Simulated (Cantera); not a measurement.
Charge: 1 mol SO2, 3.2 mol H2, 0.25 mol N2, at 1873.15 K and 3800000 Pa.

Cantera equilibrium calculation (NASA polynomials, part measured and part estimated; ideal gas, pure solids and liquids). Candidate condensed phases: H2O, H2SO4, S; 35 gas species. The ideal-gas law is rough above about 30 bar. Kinetics and transport are ignored.

Base state: H2O 0.534, H2S 0.178, H2 0.165, N2 0.0687, S2 0.0415, SO2 0.00692, SH 0.00439, SO 0.000901 (mole fractions); condensed: gas only.

Task: What changes in the equilibrium state with this change: temperature from 1873.15 K to 2625 K?

Result: 
```csv
species,before,after
H2O,0.534,0.442
H2,0.165,0.291
H2S,0.178,0.0689
SO,0.000901,0.0169
SH,0.00439,0.0262
SO2,0.00692,0.0244
S2,0.0415,0.0563
N2,0.0687,0.0639
O,2.08e-9,1.10e-5
NO,1.84e-7,4.59e-5
```
